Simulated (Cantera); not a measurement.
**Hydrocarbon pyrolysis for carbon deposition**

An isothermal, constant-pressure homogeneous reactor starts with C2H6 : N2 = 1 : 29 (molar parts), at 1448 K and 101000 Pa.

Model: GRI-Mech 3.0 (53 species, 325 reactions), integrated in Cantera. GRI-Mech 3.0 stops at C3 and has no aromatics, soot or wall deposition, so with more carbon than oxygen in the feed, carbon stays in small species such as C2H2 where larger ones or solid carbon would form.

| t (s) | x C2H6 | x C2H4 | x CH2 | x CH3 | x H2 | x C2H2 | x CH4 |
|---|---|---|---|---|---|---|---|
| 5.00e-5 | 0.0317 | 0.00107 | 2.77e-7 | 0.000476 | 0.00102 | 4.18e-6 | 0.000227 |
| 0.000184 | 0.0249 | 0.00678 | 3.42e-7 | 0.000499 | 0.00663 | 0.000217 | 0.00138 |
| 0.000674 | 0.00889 | 0.0178 | 2.02e-7 | 0.000291 | 0.0214 | 0.00299 | 0.00491 |
| 0.00247 | 0.000434 | 0.0155 | 1.60e-8 | 5.73e-5 | 0.0365 | 0.0123 | 0.00736 |
| 0.00909 | 1.61e-5 | 0.00941 | 7.13e-10 | 1.17e-5 | 0.0428 | 0.0186 | 0.00753 |
| 0.0334 | 3.10e-6 | 0.00477 | 1.96e-10 | 6.15e-6 | 0.0472 | 0.0231 | 0.00751 |
| 0.122 | 1.86e-6 | 0.00107 | 1.55e-10 | 5.49e-6 | 0.0508 | 0.0267 | 0.00746 |
| 0.450 | 1.67e-6 | 0.000691 | 1.49e-10 | 5.32e-6 | 0.0513 | 0.0272 | 0.00731 |
| 1.65 | 1.49e-6 | 0.000705 | 1.40e-10 | 4.99e-6 | 0.0520 | 0.0274 | 0.00681 |
| 6.06 | 1.07e-6 | 0.000741 | 1.18e-10 | 4.12e-6 | 0.0539 | 0.0279 | 0.00552 |
| 22.3 | 6.73e-7 | 0.000788 | 8.92e-11 | 3.01e-6 | 0.0561 | 0.0287 | 0.00390 |
| 81.7 | 5.98e-7 | 0.000800 | 8.20e-11 | 2.74e-6 | 0.0567 | 0.0288 | 0.00352 |
| 300 | 5.98e-7 | 0.000800 | 8.20e-11 | 2.74e-6 | 0.0567 | 0.0288 | 0.00352 |
x: mole fraction; the columns are a selection and need not sum to one.

Equilibrium at this temperature and pressure: C2H6 2.03e-7, C2H4 0.000260, CH2 4.68e-11, CH3 1.60e-6, H2 0.0592, C2H2 0.00897, CH4 0.00209 (gas phase only).
